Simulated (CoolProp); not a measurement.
Vapour-liquid equilibrium of CH2F2 (R32) (1) + fluoroethane (R161) (2) at 24.35 °C; x and y are mole fractions of (1).

Model: multi-fluid Helmholtz-energy mixture model, Tillner-Roth 1997 and Wu 2012; pair parameters Bell 2016, in CoolProp.

```
x      bubble pressure (MPa)  y at the bubble point  dew pressure at overall composition x (MPa)  liquid density (mol/L)
-----  ---------------------  ---------------------  -------------------------------------------  ----------------------
0.05                  0.9545                  0.087                                       0.9344              (withheld)
0.125                  1.020                  0.201                                       0.9759                   15.19
0.2                    1.082                  0.299                                        1.020                   15.41
0.275                  1.141                  0.387                                        1.067                   15.65
0.35              (withheld)                  0.467                                        1.116                   15.90
0.425                  1.254                  0.540                                   (withheld)                   16.16
0.5                    1.308                  0.610                                        1.223                   16.43
0.575                  1.361                  0.675                                        1.280                   16.71
0.65              (withheld)                  0.737                                        1.340                   17.00
0.725                  1.466                  0.797                                        1.403                   17.30
0.8                    1.519                  0.855                                        1.469                   17.62
0.875             (withheld)             (withheld)                                        1.537                   17.95
0.95                   1.625                  0.965                                        1.610                   18.29
```

Problem. What belongs in the gaps?

Solution. 
- 0.05, liquid density (mol/L): 14.97
- 0.35, bubble pressure (MPa): 1.198
- 0.425, dew pressure at overall composition x (MPa): 1.168
- 0.65, bubble pressure (MPa): 1.414
- 0.875, bubble pressure (MPa): 1.572
- 0.875, y at the bubble point: 0.911

No azeotrope shows between x = 0.05 and 0.95.

The pair parameters rest on a limited set of measurements; away from them the model extrapolates.
